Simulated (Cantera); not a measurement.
A Cantera script and what it prints.

```python
import numpy as np
import cantera as ct

gas_names = """
    Electron C C+ C- CH CH+ CH2 CH3 CH2OH CH3O CH4 CH3OH CO CO+ CO2 CO2+ COOH C2 C2+ C2- C2H CHCO,ketyl
    C2H2,acetylene C2H2,vinylidene CH2CO,ketene C2H3,vinyl CH3CO,acetyl C2H4 C2H4O,ethylen
    CH3CHO,ethanal CH3COOH (HCOOH)2 C2H5 C2H6 CH3OCH3 C2H5OH C2O C3 C3H3,propargyl C3H4,allene
    C3H4,propyne C3H4,cyclo- C3H5,allyl C3H6,propylene C3H6,cyclo- C3H6O C3H7,n-propyl C3H7,i-propyl
    C3H8 C3H8O,1propanol C3H8O,2propanol C3O2 C4 C4H2 C4H4,1,3-cyclo- C4H6,butadiene C4H6,2-butyne
    C4H6,cyclo- C4H8,1-butene C4H8,cis2-buten C4H8,tr2-butene C4H8,isobutene C4H8,cyclo- (CH3COOH)2
    C4H9,n-butyl C4H9,i-butyl C4H9,s-butyl C4H9,t-butyl C4H10,isobutane C4H10,n-butane C5 C5H6,1,3cyclo-
    C5H8,cyclo- C5H10,1-pentene C5H10,cyclo- C5H11,pentyl C5H11,t-pentyl C5H12,n-pentane C5H12,i-pentane
    CH3C(CH3)2CH3 C6H2 C6H5,phenyl C6H5O,phenoxy C6H6 C6H5OH,phenol C6H10,cyclo- C6H12,1-hexene
    C6H12,cyclo- C6H13,n-hexyl C7H7,benzyl C7H8 C7H8O,cresol C7H14,1-heptene C7H15,n-heptyl
    C7H16,n-heptane C8H8,styrene C8H10,ethylbenz C8H16,1-octene C8H17,n-octyl C8H18,isooctane
    C8H18,n-octane C9H19,n-nonyl C10H8,naphthale C10H21,n-decyl C12H9,o-bipheny C12H10,bipheny H H+ H-
    HCO HCO+ HO2 H2 H2+ H2- HCHO,formaldehy HCOOH H2O H2O+ H2O2 H3O+ O O+ O- OH OH+ OH- O2 O2+ O2- O3
""".split()
cond_names = """
    C(gr) C6H6(L) C7H8(L) C8H18(L),n-octa H2O(s) H2O(L)
""".split()


def load(file, names, dense=False):
    # The tables refer to 1 bar. Condensed volumes are neglected.
    table = {s.name: s for s in ct.Species.list_from_file(file)}
    out = []
    for n in names:
        d = dict(table[n].input_data)
        d["thermo"] = dict(d["thermo"], **{"reference-pressure": 1e5})
        if dense:
            d["equation-of-state"] = {"model": "constant-volume", "density": "1e6 g/cm^3"}
        out.append(ct.Species.from_dict(d))
    return out


gas = ct.Solution(thermo="ideal-gas", species=load("nasa_gas.yaml", gas_names))
cond = {s.name: ct.Solution(thermo="fixed-stoichiometry", species=[s], name=s.name)
        for s in load("nasa_condensed.yaml", cond_names, dense=True)}
atoms = {
    'CH3OH': {'C': 1, 'H': 4, 'O': 1},
    'CO2': {'C': 1, 'O': 2},
}
top_T = {'C(gr)': 4500}  # K; cautious upper limits of use, not melting points


def equilibrate(T, P, feed):
    n = {}
    for name, mol in feed.items():
        for a, k in atoms[name].items():
            n[a] = n.get(a, 0.0) + k * mol
    gas.TPX = T, P, n
    mass = sum(n.values()) * gas.mean_molecular_weight
    gas.equilibrate("TP")
    valid = [c for c in cond.values() if c.min_temp <= T <= top_T.get(c.name, c.max_temp)]
    mix = ct.Mixture([(gas, mass / gas.mean_molecular_weight)] + [(c, 0.0) for c in valid])
    mix.T, mix.P = T, P
    mix.equilibrate("TP", solver="vcs", rtol=1e-11, max_steps=5000)
    return mix


results = []
feed = {'CH3OH': 1, 'CO2': 0.11}  # mol
P = 55000  # Pa
for T in [3000, 3500, 4000, 4500, 5000]:
    mix = equilibrate(T, P, feed)
    results.append((T, P, feed, dict(zip(mix.species_names, mix.species_moles))))

top = {s: max(r[3][s] / sum(r[3][g] for g in gas_names) for r in results) for s in gas_names}
cols = sorted((s for s in top if top[s] > 1e-06), key=lambda s: -top[s])[:9]
seen = [c for c in cond_names if any(r[3].get(c, 0) > 1e-12 for r in results)]
print("log10 of partial pressures in bar; condensed amounts in mol")
print(f"{'T/K':>10s}" + "".join(f"{s[:9]:>10s}" for s in cols + seen))
for T, P, feed, n in results:
    ng = sum(n[g] for g in gas_names)
    print(f"{T:10.4g}" + "".join(f"{np.log10(max(n[s] / ng * P / 1e5, 1e-99)):10.3f}" for s in cols)
          + "".join(f"{n.get(c, 0):10.4g}" for c in seen))
```

Output:

```
log10 of partial pressures in bar; condensed amounts in mol
       T/K         H        H2        CO       H2O         O        OH       CO2         C        O2
      3000    -1.086    -0.569    -0.745    -1.829    -3.555    -2.825    -2.874    -8.836    -5.217
      3500    -0.638    -0.818    -0.817    -2.209    -2.420    -2.365    -3.126    -7.313    -4.226
      4000    -0.446    -1.296    -0.892    -3.239    -2.021    -2.621    -3.784    -5.734    -4.388
      4500    -0.393    -1.864    -0.921    -4.477    -1.952    -3.161    -4.505    -4.232    -4.996
      5000    -0.381    -2.380    -0.933    -5.540    -1.906    -3.634    -5.077    -3.005    -5.503
```

Method: chemical equilibrium by Gibbs-energy minimisation in Cantera with the NASA 1993 tables (ideal gas, pure condensed phases).
